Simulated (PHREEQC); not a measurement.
1 kg of water holding 75 mmol/kgw NaCl and 15 mmol/kgw KOH meets 20 L of dry gas (CH4 1 by moles) at fixed total pressure, at 100 °C; fugacities by Peng-Robinson. The gases take part in no redox reaction, some water evaporates into the gas, and hydrates or a liquid gas phase aren't modelled. Nothing may precipitate in this run.

Equilibrium calculation in PHREEQC: ion-association model, phreeqc.dat.

```tsv
P (atm)	dissolved CH4 (mol/kgw)	φ of CH4
2	0.000970	1.002
5	0.00384	0.996
10	0.00854	0.991
20	0.0177	0.981
30	0.0264	0.972
40	0.0349	0.963
50	0.0430	0.955
75	…	0.936
100	0.0793	0.919
150	0.110	0.893
200	0.136	…
300	…	0.856
400	0.217	0.857
```

Question: Fill in the missing entries.

Answer: 
- 75, dissolved CH4 (mol/kgw): 0.0619
- 200, φ of CH4: 0.874
- 300, dissolved CH4 (mol/kgw): 0.181

Species that the database lacks are ignored. At this temperature some constants are extrapolated from 25 °C, and those without enthalpy data are left unchanged.
